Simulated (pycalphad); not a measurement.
All values are pycalphad results on the COST 507 light-alloy database (1999) (1 atm), not direct measurements. No gas phase is included, though pure Mg would boil below 1650 K. The data set is of 1999 and partly superseded. Not assessed as a whole: an extrapolation from subsystems, which can miss ternary compounds. Kinetics are ignored, which matters at the lower temperatures.

### Question
How does the equilibrium phase assembly of Al-0.5926Si-2.861Mg-0.7856Fe (wt.%) change on cooling from 1650 K to 350 K?

### Answer
```json
[
 {"T (K)": "912.3", "phases above": "LIQUID", "phases below": "FCC_A1 + LIQUID"},
 {"T (K)": "908.3", "phases above": "FCC_A1 + LIQUID", "phases below": "AL13FE4 + FCC_A1 + LIQUID"},
 {"T (K)": "868.9", "phases above": "AL13FE4 + FCC_A1 + LIQUID", "phases below": "AL13FE4 + FCC_A1 + MG2SI"},
 {"T (K)": "408.0", "phases above": "AL13FE4 + FCC_A1 + MG2SI", "phases below": "AL13FE4 + ALMG_BETA + FCC_A1 + MG2SI"}
]
```
Changes were sought between steps of 50 K, so a narrower field can be missed.

Database names, with the compositions (at.%) that they take in these runs: AL13FE4: Al 76 Fe 24; MG2SI: Mg 67 Si 33; ALMG_BETA: Al 61 Mg 39. FCC_A1 is fcc.
